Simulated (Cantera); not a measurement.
# Ammonia decomposition in nitride growth gas

An isothermal, constant-pressure homogeneous reactor starts with NH₃ : H₂ = 1 : 0.64 (molar parts), at 1573 K and 0.0590 bar.

Cantera simulation using the gas-phase N/H chemistry of the illustrative SiF4/NH3 mechanism in the Surface Chemkin manual (1991); the numbers are that mechanism's predictions, not measurements. Walls and surfaces, which speed up NH3 decomposition in real reactors, are not modelled.

```json
[
 {"t (s)": "2.00e-6", "x NH₃": "0.610", "x H₂": "0.390", "x H": "1.66e-9", "x N": "<1e-12", "x N₂H₂": "<1e-12", "x N₂": "<1e-12"},
 {"t (s)": "8.76e-6", "x NH₃": "0.610", "x H₂": "0.390", "x H": "5.22e-9", "x N": "<1e-12", "x N₂H₂": "<1e-12", "x N₂": "<1e-12"},
 {"t (s)": "3.84e-5", "x NH₃": "0.610", "x H₂": "0.390", "x H": "1.80e-8", "x N": "<1e-12", "x N₂H₂": "<1e-12", "x N₂": "<1e-12"},
 {"t (s)": "0.000168", "x NH₃": "0.610", "x H₂": "0.390", "x H": "7.37e-8", "x N": "<1e-12", "x N₂H₂": "<1e-12", "x N₂": "<1e-12"},
 {"t (s)": "0.000737", "x NH₃": "0.610", "x H₂": "0.390", "x H": "3.18e-7", "x N": "<1e-12", "x N₂H₂": "4.42e-11", "x N₂": "2.05e-11"},
 {"t (s)": "0.00323", "x NH₃": "0.610", "x H₂": "0.390", "x H": "1.39e-6", "x N": "2.75e-12", "x N₂H₂": "1.45e-9", "x N₂": "4.67e-9"},
 {"t (s)": "0.0141", "x NH₃": "0.610", "x H₂": "0.390", "x H": "6.03e-6", "x N": "2.28e-10", "x N₂H₂": "3.30e-8", "x N₂": "5.45e-7"},
 {"t (s)": "0.0620", "x NH₃": "0.610", "x H₂": "0.390", "x H": "2.07e-5", "x N": "8.57e-9", "x N₂H₂": "4.49e-7", "x N₂": "4.58e-5"},
 {"t (s)": "0.271", "x NH₃": "0.608", "x H₂": "0.392", "x H": "2.39e-5", "x N": "1.28e-8", "x N₂H₂": "6.03e-7", "x N₂": "0.000573"},
 {"t (s)": "1.19", "x NH₃": "0.600", "x H₂": "0.397", "x H": "2.43e-5", "x N": "1.28e-8", "x N₂H₂": "5.90e-7", "x N₂": "0.00292"},
 {"t (s)": "5.21", "x NH₃": "0.569", "x H₂": "0.418", "x H": "2.61e-5", "x N": "1.30e-8", "x N₂H₂": "5.40e-7", "x N₂": "0.0127"},
 {"t (s)": "22.8", "x NH₃": "0.457", "x H₂": "0.495", "x H": "3.31e-5", "x N": "1.33e-8", "x N₂H₂": "3.81e-7", "x N₂": "0.0473"},
 {"t (s)": "100", "x NH₃": "0.219", "x H₂": "0.659", "x H": "5.49e-5", "x N": "1.29e-8", "x N₂H₂": "1.25e-7", "x N₂": "0.121"}
]
```
x: mole fraction; the columns are a selection and need not sum to one.

Equilibrium at this temperature and pressure: NH₃ 9.29e-7, H₂ 0.810, H 0.000152, N <1e-12, N₂H₂ <1e-12, N₂ 0.189 (gas phase only).
